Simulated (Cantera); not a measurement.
Cantera run, input and output.

```python
import numpy as np
import cantera as ct

gas = ct.Solution("gri30.yaml")
gas.TPX = 1075, 2666, {'C2H6': 1, 'H2': 85}
reactor = ct.IdealGasConstPressureReactor(gas, energy="off", clone=False)
net = ct.ReactorNet([reactor])
net.rtol, net.atol = 1e-08, 1e-18
show = ['C2H6', 'H2', 'CH2', 'C2H4', 'CH4', 'C2H2']
times = np.geomspace(0.0003, 1, 13)

steps = ct.SolutionArray(gas, extra=["t"])
rows = []
print(f"{'t/s':>10s}{'T/K':>9s}{'P/Pa':>11s}" + "".join(f"{s:>11s}" for s in show))
for t in times:
    while net.time < t:
        t_next = net.step()
        steps.append(gas.state, t=t_next)
    rows.append([np.interp(t, steps.t, y) for y in (steps.T, steps.P, *steps(*show).X.T)])
    print(f"{t:10.3e}{rows[-1][0]:9.1f}{rows[-1][1]:11.4g}" + "".join(f"{x:11.3e}" for x in rows[-1][2:]))
rate = np.gradient(steps.T, steps.t)
print("integrator steps:", len(steps.t))
if steps.T.max() > steps.T[0] + 200:
    print(f"time of steepest temperature rise: {steps.t[rate.argmax()]:.4e} s")
gas.TPX = 1075, 2666, {'C2H6': 1, 'H2': 85}
gas.equilibrate("TP")
print(f"equilibrium (TP): T = {gas.T:.1f} K  " + "  ".join(f"{s} {gas[s].X[0]:.3e}" for s in show))
```

Output:

```
       t/s      T/K       P/Pa       C2H6         H2        CH2       C2H4        CH4       C2H2
 3.000e-04   1075.0       2666  1.163e-02  9.884e-01  5.063e-17  1.756e-09  2.056e-08  1.198e-17
 5.898e-04   1075.0       2666  1.163e-02  9.884e-01  1.876e-16  1.390e-08  5.570e-08  2.936e-16
 1.159e-03   1075.0       2666  1.163e-02  9.884e-01  4.642e-16  8.429e-08  1.313e-07  6.195e-15
 2.280e-03   1075.0       2666  1.163e-02  9.884e-01  9.787e-16  4.148e-07  2.827e-07  1.119e-13
 4.481e-03   1075.0       2666  1.163e-02  9.884e-01  2.084e-15  1.809e-06  5.910e-07  1.838e-12
 8.810e-03   1075.0       2666  1.162e-02  9.884e-01  5.073e-15  7.397e-06  1.280e-06  2.841e-11
 1.732e-02   1075.0       2666  1.160e-02  9.884e-01  1.717e-14  2.920e-05  3.277e-06  4.294e-10
 3.405e-02   1075.0       2666  1.151e-02  9.884e-01  8.417e-14  1.118e-04  1.189e-05  6.290e-09
 6.694e-02   1075.0       2666  1.118e-02  9.883e-01  4.448e-13  4.067e-04  5.903e-05  8.601e-08
 1.316e-01   1075.0       2666  1.016e-02  9.882e-01  1.561e-12  1.306e-03  2.873e-04  9.733e-07
 2.587e-01   1075.0       2666  7.826e-03  9.879e-01  2.338e-12  3.268e-03  9.606e-04  7.400e-06
 5.087e-01   1075.0       2666  4.518e-03  9.874e-01  1.735e-12  5.992e-03  2.015e-03  3.508e-05
 1.000e+00   1075.0       2666  1.729e-03  9.870e-01  8.599e-13  8.218e-03  2.939e-03  1.111e-04
integrator steps: 460
equilibrium (TP): T = 1075.0 K  C2H6 1.804e-07  H2 9.768e-01  CH2 1.300e-15  C2H4 8.588e-06  CH4 2.323e-02  C2H2 3.095e-06
```

Cantera simulation using GRI-Mech 3.0 (53 species, 325 reactions); the numbers are that mechanism's predictions, not measurements. GRI-Mech 3.0 stops at C3 and has no aromatics, soot or wall deposition, so with more carbon than oxygen in the feed, carbon stays in small species such as C2H2 where larger ones or solid carbon would form. Radical loss at walls, strong at low pressure, is not modelled.
